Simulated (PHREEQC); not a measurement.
Solution (40 °C and 100 atm): 0.0017 mol MgCl2, 0.023 mol NaHCO3 and 0.0013 mol NaCl per kg of water. Closed to the air; pH follows from the charge balance.

Model: ion-association model, phreeqc.dat, run in PHREEQC.

Precipitation was switched off in this run.

Question: What pH, ionic strength, specific conductance does the model give?

Answer: pH 7.93; ionic strength 0.0286 mol/kgw; specific conductance 3260 µS/cm.

Question: In which forms is Mg present?

Answer: Mg+2 82 %, MgHCO3+ 12 %, MgCO3 5.5 % of the Mg.

Under pressure, the constants of complexes without a molar volume in the database are unreliable. Constants without temperature data keep their 25 °C values here.
